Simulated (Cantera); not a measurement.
Input (Python, Cantera):

```python
import numpy as np
import cantera as ct

gas = ct.Solution("gri30.yaml")


def delay(T, t_max=10):
    gas.TPX = T, 100000, {'CH4': 1, 'O2': 1.33, 'N2': 5.01}
    reactor = ct.IdealGasReactor(gas, clone=False)
    net = ct.ReactorNet([reactor])
    net.rtol, net.atol = 1e-8, 1e-16
    while net.time < t_max:
        t_old, T_old = net.time, reactor.T
        net.step()
        if reactor.T > T + 400:  # ignition: a rise of 400 K
            return t_old + (T + 400 - T_old) / (reactor.T - T_old) * (net.time - t_old)
    return np.nan


taus = []
for T in [1025, 1125, 1225, 1325, 1425, 1525, 1625]:
    taus.append(delay(T))
    print(f"T0 = {T:6g} K   tau = {taus[-1]:.4e} s")
```

Output:

```
T0 =   1025 K   tau = 8.6617e-01 s
T0 =   1125 K   tau = 1.6682e-01 s
T0 =   1225 K   tau = 3.7970e-02 s
T0 =   1325 K   tau = 9.9610e-03 s
T0 =   1425 K   tau = 2.9627e-03 s
T0 =   1525 K   tau = 1.0079e-03 s
T0 =   1625 K   tau = 3.9774e-04 s
```

Detailed kinetics in Cantera: GRI-Mech 3.0 (53 species, 325 reactions).
